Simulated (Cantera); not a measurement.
A closed system holds: 1 mol Si₃N₄, 0.01 mol H₂O, 4.3 mol N₂, at 1925 K and 1.33 mbar.

Method: chemical equilibrium by Gibbs-energy minimisation in Cantera with the NASA 1993 tables (ideal gas, pure condensed phases). The tables' values for SiN are old estimates; treat these amounts as uncertain. Equilibrium is a limit: real reactors are often held back by kinetics, nucleation or transport.

```json
[
 {"species": "N₂", "before": "0.983", "after": "0.994"},
 {"species": "Si", "before": "0.0131", "after": "0.00272"},
 {"species": "SiO", "before": "0.00156", "after": "0.00158"},
 {"species": "H", "before": "0.000875", "after": "0.000440"},
 {"species": "Si₂", "before": "0.000112", "after": "2.33e-5"},
 {"species": "Si₃", "before": "2.50e-5", "after": "5.20e-6"},
 {"species": "SiN", "before": "0.000148", "after": "6.80e-5"},
 {"species": "Si₂N", "before": "0.000209", "after": "9.59e-5"},
 {"species": "SiH", "before": "1.30e-5", "after": "6.52e-6"},
 {"species": "H₂", "before": "0.00112", "after": "0.00135"},
 {"species": "Si(l), mol", "before": "2.90", "after": "2.97"}
]
```
Gas species are given as mole fractions.

**Question.** Name the change that produced these shifts.
(A) pressure from 1.33 mbar to 6.40 mbar
(B) temperature from 1925 K to 1525 K
(C) temperature from 1925 K to 1175 K
(D) H₂O from 0.01 to 0.32 mol

**Answer.** A, pressure from 1.33 mbar to 6.40 mbar
